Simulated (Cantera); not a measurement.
A Cantera script and what it prints.

```python
import numpy as np
import cantera as ct

gas_names = [...]  # 136 gases of nasa_gas.yaml made of C, H, N, O
cond_names = """
    C(gr) C6H6(L) C7H8(L) C8H18(L),n-octa H2O(s) H2O(L)
""".split()


# ... load() reads the species with a 1 bar reference pressure and builds the phases ...
atoms = {
    'C2H5OH': {'C': 2, 'H': 6, 'O': 1},
    'NH3': {'N': 1, 'H': 3},
    'O2': {'O': 2},
}
top_T = {'C(gr)': 4500}  # K; cautious upper limits of use, not melting points


# ... equilibrate(T, P, feed) seeds the gas with the atoms and calls Mixture.equilibrate('TP', solver="vcs", rtol=1e-11, max_steps=5000) ...
results = []
feed = {'C2H5OH': 1, 'NH3': 1, 'O2': 0.037}  # mol
P = 100000  # Pa
for T in [500, 650, 800, 950, 1100, 1250, 1400, 1550, 1700, 1850, 2000, 2150]:
    mix = equilibrate(T, P, feed)
    results.append((T, P, feed, dict(zip(mix.species_names, mix.species_moles))))

top = {s: max(r[3][s] / sum(r[3][g] for g in gas_names) for r in results) for s in gas_names}
cols = sorted((s for s in top if top[s] > 0.001), key=lambda s: -top[s])[:8]
seen = [c for c in cond_names if any(r[3].get(c, 0) > 1e-12 for r in results)]
print("log10 of partial pressures in bar; condensed amounts in mol")
print(f"{'T/K':>10s}" + "".join(f"{s[:9]:>10s}" for s in cols + seen))
for T, P, feed, n in results:
    ng = sum(n[g] for g in gas_names)
    print(f"{T:10.4g}" + "".join(f"{np.log10(max(n[s] / ng * P / 1e5, 1e-99)):10.3f}" for s in cols)
          + "".join(f"{n.get(c, 0):10.4g}" for c in seen))
```

Output:

```
log10 of partial pressures in bar; condensed amounts in mol
       T/K        H2       CH4       H2O        CO        N2       CO2       HCN         H     C(gr)
       500    -1.840    -0.281    -0.526    -5.332    -0.821    -1.881   -13.619   -21.077    0.2244
       650    -0.883    -0.351    -0.590    -3.113    -0.848    -1.627    -9.913   -15.304    0.3478
       800    -0.377    -0.625    -0.757    -1.750    -0.926    -1.505    -7.679   -11.727    0.7959
       950    -0.188    -1.151    -1.200    -0.982    -1.023    -1.741    -6.257    -9.349    0.9826
      1100    -0.145    -1.734    -1.971    -0.778    -1.071    -2.610    -5.261    -7.660    0.8948
      1250    -0.135    -2.228    -2.712    -0.755    -1.081    -3.527    -4.505    -6.383    0.9037
      1400    -0.132    -2.629    -3.314    -0.753    -1.084    -4.271    -3.912    -5.379    0.9142
      1550    -0.131    -2.954    -3.800    -0.752    -1.085    -4.868    -3.436    -4.567    0.9179
      1700    -0.131    -3.223    -4.200    -0.752    -1.087    -5.355    -3.045    -3.897    0.9164
      1850    -0.131    -3.447    -4.534    -0.752    -1.090    -5.758    -2.719    -3.334    0.9095
      2000    -0.133    -3.637    -4.816    -0.753    -1.095    -6.098    -2.445    -2.855    0.8947
      2150    -0.135    -3.802    -5.060    -0.753    -1.103    -6.387    -2.212    -2.442    0.8676
```

Cantera equilibrium calculation (NASA polynomials, part measured and part estimated; ideal gas, pure solids and liquids).
